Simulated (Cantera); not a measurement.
A closed system holds: 1 mol SiF₄, 0.04 mol C₂H₄, 28 mol H₂, at 1423 K and 0.00180 bar.

Method: chemical equilibrium by Gibbs-energy minimisation in Cantera with the NASA 1993 tables (ideal gas, pure condensed phases). Candidate condensed phases: C, C₆H₆, C₇H₈, C₈H₁₈, Si, SiC; 113 gas species. The tables' values for SiF₃, SiF₂ are old estimates; treat these amounts as uncertain. Kinetics and transport are ignored.

Base state: H₂ 0.953, SiF₄ 0.0265, HF 0.0151, SiF₃ 0.00443, SiF₂ 0.000485, SiHF₃ 0.000459, H 0.000153 (mole fractions); condensed: C(graphite) + SiC(s).

Problem. What changes in the equilibrium state with this change: pressure from 0.00180 bar to 0.00133 bar?

Solution. 
| species | before | after |
|---|---|---|
| H₂ | 0.953 | 0.952 |
| SiF₄ | 0.0265 | 0.0260 |
| HF | 0.0151 | 0.0162 |
| H | 0.000153 | 0.000177 |
| SiF₂ | 0.000485 | 0.000559 |
| SiHF₃ | 0.000459 | 0.000420 |
| SiF₃ | 0.00443 | 0.00471 |
| C(graphite), mol | 0.0123 | 0.00719 |
| SiC(s), mol | 0.0673 | 0.0725 |
